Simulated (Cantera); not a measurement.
Feed: 1 mol Fe, 0.089 mol SO2, 91 mol N2, 0.72 mol NH3, at 36000 Pa.

These are equilibrium values from Cantera (NASA tables, ideal gas, pure condensed phases), not measurements of a reactor. Candidate condensed phases: Fe, FeO, Fe(OH)2, Fe(OH)3, FeS, FeSO4, FeS2, Fe2O3, Fe2(SO4)3, Fe3O4, H2O, H2SO4, S; 38 gas species. Metal and sulfide melt together well below either melting point, which pure phases cannot show. Mutual solubility and eutectic melting of coexisting phases are not modelled. The tables' stoichiometric FeO is somewhat more stable than real wüstite, so its field is too wide. FeO, FeS: taken at fixed stoichiometry. Gases not in the tables: S3 to S7. Rates play no part.

Which condensed phases are stable at each of these points (T (K)): 950, 1050, 1150, 1250, 1350, 1450, 1550, 1650, 1750, 1850, 1950?


```tsv
T (K)	condensed phases	Fe condensed (%)
950	Fe(α) + FeO(s) + FeS(s)	100.0
1050	Fe(α) + FeS(s)	100.0
1150	Fe(α) + FeS(s)	100.0
1250	Fe(γ) + FeS(s)	100.0
1350	Fe(γ) + FeS(s)	100.0
1450	Fe(γ) + FeS(s)	100.0
1550	Fe(γ) + FeS(l)	100.0
1650	Fe(γ) + FeS(l)	99.9
1750	Fe(δ)	99.6
1850	Fe(l)	98.5
1950	Fe(l)	94.7
```

At 950 K the condensed part is Fe(α) + FeO(s) + FeS(s). From 1050 K to 1150 K the condensed part is Fe(α) + FeS(s). From 1250 K to 1450 K the condensed part is Fe(γ) + FeS(s). From 1550 K to 1650 K the condensed part is Fe(γ) + FeS(l). At 1750 K the condensed part is Fe(δ). From 1850 K to 1950 K the condensed part is Fe(l).
